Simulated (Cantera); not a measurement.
Input: 1 mol TEOS, 0.19 mol NO, 2.6 mol H2, held at 1548 K and 100 Pa.

These are equilibrium values from Cantera (NASA tables, ideal gas, pure condensed phases), not measurements of a reactor. Candidate condensed phases: C, C6H6, C7H8, C8H18, H2O, Si, SiC, SiO2, Si2N2O, Si3N4; 151 gas species. The feed counts by its element totals alone. Kinetics and transport are ignored.

Base state: H2 0.745, CO 0.247, N2 0.00558, H 0.000841, SiO 0.000589, HCN 9.46e-5, C2H2 (acetylene) 1.17e-5 (mole fractions); condensed: C(graphite) + SiC(s).

**Question.** What changes in the equilibrium state with this change: NO from 0.19 to 24 mol?

**Answer.** 
```json
[
 {"species": "N2", "before": "0.00558", "after": "0.368"},
 {"species": "H2O", "before": "2.27e-7", "after": "0.355"},
 {"species": "CO2", "before": "2.70e-8", "after": "0.197"},
 {"species": "H2", "before": "0.745", "after": "0.0313"},
 {"species": "CO", "before": "0.247", "after": "0.0484"},
 {"species": "SiO", "before": "0.000589", "after": "5.79e-7"},
 {"species": "HCN", "before": "9.46e-5", "after": "<1e-9"},
 {"species": "OH", "before": "<1e-9", "after": "6.53e-5"},
 {"species": "C2H2 (acetylene)", "before": "1.17e-5", "after": "<1e-9"},
 {"species": "C(graphite), mol", "before": "2.83", "after": "0"},
 {"species": "SiC(s), mol", "before": "0.990", "after": "0"},
 {"species": "SiO2(β-quartz), mol", "before": "0", "after": "1.000"}
]
```
The tables hold silica as quartz up to 1696 K and as liquid above; real silica turns to tridymite and cristobalite and melts near 1996 K.

**Question.** What changes in the equilibrium state with this change: NO from 0.19 to 1.9 mol?

**Answer.** 
```csv
species,before,after
H2,0.745,0.647
CO,0.247,0.303
N2,0.00558,0.0487
SiO,0.000589,0.000720
HCN,9.46e-5,0.000260
C2H2 (acetylene),1.17e-5,1.02e-5
H,0.000841,0.000783
"C(graphite), mol",2.83,1.12
"SiC(s), mol",0.990,0.986
```
